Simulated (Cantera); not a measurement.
Mixture: 11.7 % CH4, 23.3 % O2, 60.6 % N2, 4.43 % CO2, equivalence ratio 1.0, at 100000 Pa, adiabatic and at constant volume. Ignition delay is the time to a rise of 400 K.

Computed with Cantera and GRI-Mech 3.0 (53 species, 325 reactions).

Task: At T0 = 1300 K, what is the delay, and which 7 reactions control it most (d ln τ / d ln k, from doubling and halving each rate constant)?

Result: The delay is 8.80 ms.
```json
[
 {"reaction": "2 CH3 (+M) <=> C2H6 (+M)", "d ln τ / d ln k": "0.53", "faster rate": "lengthens it"},
 {"reaction": "CH3 + O2 <=> CH3O + O", "d ln τ / d ln k": "-0.42", "faster rate": "shortens it"},
 {"reaction": "CH3 + O2 <=> CH2O + OH", "d ln τ / d ln k": "-0.34", "faster rate": "shortens it"},
 {"reaction": "H + O2 <=> O + OH", "d ln τ / d ln k": "-0.25", "faster rate": "shortens it"},
 {"reaction": "CH2O + O2 <=> HCO + HO2", "d ln τ / d ln k": "-0.24", "faster rate": "shortens it"},
 {"reaction": "CH4 + H <=> CH3 + H2", "d ln τ / d ln k": "0.24", "faster rate": "lengthens it"},
 {"reaction": "CH3 + HO2 <=> CH3O + OH", "d ln τ / d ln k": "-0.20", "faster rate": "shortens it"}
]
```
